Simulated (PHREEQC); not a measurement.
Dissolve 0.05 mol KOH and 0.012 mol K2SO4 per kg of water at 25 °C. Closed to the air; pH follows from the charge balance.

The numbers come from PHREEQC with the Pitzer model, pitzer.dat.

The pH is 12.60 and the ionic strength is 0.0860 mol/kgw. The specific conductance comes out as 14300 µS/cm, the density is 1.001 g/cm³ and the osmotic coefficient is 0.913. The total alkalinity is 50.0 meq/kg.

| species | molality | activity | log γ |
|---|---|---|---|
| K+ | 0.0740 | 0.0574 | -0.110 |
| OH- | 0.0500 | 0.0400 | -0.097 |
| SO4-2 | 0.0120 | 0.00416 | -0.460 |

Precipitation was switched off in this run.
